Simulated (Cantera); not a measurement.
Cantera run:

```python
import numpy as np
import cantera as ct

gas_names = """
    AL ALCL ALCL2 ALCL3 ALH ALO ALOCL ALOH ALO2 ALO2H AL2 AL2CL6 AL2O AL2O2 CL CLO CL2 H HALO HCL HOCL
    HO2 H2 H2O H2O2 O OH O2 O3
""".split()
cond_names = """
    AL(cr) AL(L) ALCL3(s) ALCL3(L) AL2O3(a) AL2O3(L) H2O(s) H2O(L)
""".split()


# ... load() reads the species with a 1 bar reference pressure and builds the phases ...
atoms = {
    'AlCl3': {'AL': 1, 'CL': 3},
    'H2O': {'H': 2, 'O': 1},
    'H2': {'H': 2},
}
top_T = {}  # K; cautious upper limits of use, not melting points


# ... equilibrate(T, P, feed) seeds the gas with the atoms and calls Mixture.equilibrate('TP', solver="vcs", rtol=1e-11, max_steps=5000) ...
results = []
feed = {'AlCl3': 1, 'H2O': 0.59, 'H2': 110}  # mol
T = 1975  # K
P = 1333.22  # Pa
mix = equilibrate(T, P, feed)
results.append((T, P, feed, dict(zip(mix.species_names, mix.species_moles))))
print(gas.report(threshold=1e-06))
for i in range(1, mix.n_phases):
    print(f"{mix.phase(i).name:16s} {mix.phase_moles(i):12.5e} mol")
```

Result:

```
       temperature   1975 K
          pressure   1333.2 Pa
           density   0.00025067 kg/m^3
  mean mol. weight   3.0875 kg/kmol
   phase of matter   gas

                          1 kg             1 kmol
                     ---------------   ---------------
          enthalpy        1.6908e+07        5.2204e+07  J
   internal energy         1.159e+07        3.5783e+07  J
           entropy             73579        2.2718e+05  J/K
    Gibbs function       -1.2841e+08       -3.9647e+08  J
 heat capacity c_p             11020             34024  J/K
 heat capacity c_v            8326.8             25709  J/K

                      mass frac. Y      mole frac. X     chem. pot. / RT
                     ---------------   ---------------   ---------------
                AL        0.00051412        5.8831e-05           -16.401
              ALCL           0.11749         0.0058106           -44.604
             ALCL2         0.0020677        6.5222e-05           -72.807
             ALCL3        6.4739e-05        1.4991e-06           -101.01
               ALH        1.7842e-05        1.9682e-06             -28.3
             ALOCL        0.00021406        8.4269e-06           -74.296
              ALOH        0.00016076        1.1284e-05           -57.992
              AL2O        0.00017592        7.7638e-06           -62.494
                CL         0.0021144        0.00018415           -28.203
                 H         0.0037926          0.011617           -11.899
               HCL           0.24075          0.020388           -40.102
                H2           0.62746           0.96096           -23.798
               H2O         0.0051656        0.00088532           -53.489
                OH        5.6178e-06        1.0199e-06            -41.59
     [  +15 minor]        4.5429e-06        3.0977e-07

AL(L)             0.00000e+00 mol
ALCL3(L)          0.00000e+00 mol
AL2O3(a)          1.62204e-01 mol
```

Cantera equilibrium calculation (NASA polynomials, part measured and part estimated; ideal gas, pure solids and liquids). The tables' values for AlCl2, AlOH are old estimates; treat these amounts as uncertain.
